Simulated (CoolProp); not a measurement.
Vapour-liquid equilibrium of R134a (1) + R123 (2) at 333.3 K; x and y are mole fractions of (1).

The numbers come from the multi-fluid Helmholtz-energy mixture model, Tillner-Roth 1994 and Younglove 1994; pair parameters Bell 2016 in CoolProp.

| x | bubble pressure (bar) | y at the bubble point | dew pressure at overall composition x (bar) | liquid density (mol/L) |
|---|---|---|---|---|
| 0.05 | 3.659 | 0.234 | 3.010 | 9.032 |
| 0.125 | … | 0.444 | 3.245 | 9.145 |
| 0.2 | 5.967 | 0.572 | 3.518 | 9.257 |
| 0.275 | 7.071 | 0.659 | 3.840 | 9.368 |
| 0.35 | … | 0.721 | … | … |
| 0.425 | 9.163 | 0.770 | 4.692 | 9.585 |
| 0.5 | 10.16 | 0.809 | 5.269 | … |
| 0.575 | 11.13 | 0.843 | 5.999 | 9.791 |
| 0.65 | 12.08 | 0.872 | 6.945 | 9.890 |
| 0.725 | 13.05 | 0.900 | 8.205 | 9.986 |
| 0.8 | 14.03 | 0.926 | 9.910 | 10.08 |
| 0.875 | 15.04 | 0.953 | 12.18 | 10.17 |
| 0.95 | 16.12 | 0.980 | 14.94 | 10.25 |

Some entries are withheld; supply them.


- 0.125, bubble pressure (bar): 4.826
- 0.35, bubble pressure (bar): 8.136
- 0.35, dew pressure at overall composition x (bar): 4.225
- 0.35, liquid density (mol/L): 9.478
- 0.5, liquid density (mol/L): 9.690

No azeotrope shows between x = 0.05 and 0.95.

The pair parameters rest on a limited set of measurements; away from them the model extrapolates. The gap from Raoult's law changes sign with composition, which may be real or a fault of the pair parameters; it wasn't checked against measurements.
